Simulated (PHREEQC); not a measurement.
1 kg of water holding 0.019 mol NaCl and 0.05 mol Na2SO4 is evaporated at 60 °C; the solids stay in contact with the brine. The system is closed to CO2. Only these solids could form: Halite, Mirabilite, Thenardite.

The numbers come from PHREEQC with the Pitzer model, pitzer.dat.

```csv
water left (kg),ionic strength,water activity,Thenardite (mol),Cl in solution (mol/kgw),Na in solution (mol/kgw),S in solution (mol/kgw)
1,0.169,0.997,0,0.0190,0.119,0.0500
0.6755,0.250,0.996,0,0.0281,0.176,0.0740
0.375,0.451,0.993,0,0.0507,0.317,0.133
0.2533,0.667,0.990,0,0.0750,0.470,0.197
0.1407,1.20,0.982,0,0.135,0.846,0.355
0.09502,1.78,0.974,0,0.200,1.25,0.526
0.05275,3.20,0.954,0,0.360,2.26,0.948
0.03564,4.74,0.932,0,0.533,3.34,1.40
0.01979,8.24,0.877,0.00201,0.960,5.81,2.43
0.01337,7.80,0.869,0.0216,1.42,5.67,2.13
0.007427,7.05,0.846,0.0389,2.56,5.55,1.50
0.005012,6.76,0.814,0.0450,3.79,5.77,0.989
```

Thenardite from water left = 0.01979 kg.

Constants without temperature data keep their 25 °C values here.
